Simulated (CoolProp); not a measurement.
Vapour-liquid equilibrium of CHF3 (R23) (1) + R13 (2) at 0.732 MPa; x and y are mole fractions of (1).

Values from CoolProp's multi-fluid Helmholtz-energy mixture model, Penoncello 2003 and Platzer 1990; pair parameters Bell 2016. This equation is an older, rougher fit; its heat capacities, sound speeds and derivatives of the liquid may be far off and weren't checked against measurements.

Problem. Give the bubble temperature and the first vapour's composition at x = 0.15, 0.45, 0.75. Is there an azeotrope?

Solution. x = 0.15: 233.1 K, y = 0.264; x = 0.45: 229.4 K, y = 0.503; x = 0.75: 229.7 K, y = 0.690. y crosses x between x = 0.55 and 0.65: the model has an azeotrope there.

The pair parameters rest on a limited set of measurements; away from them the model extrapolates.
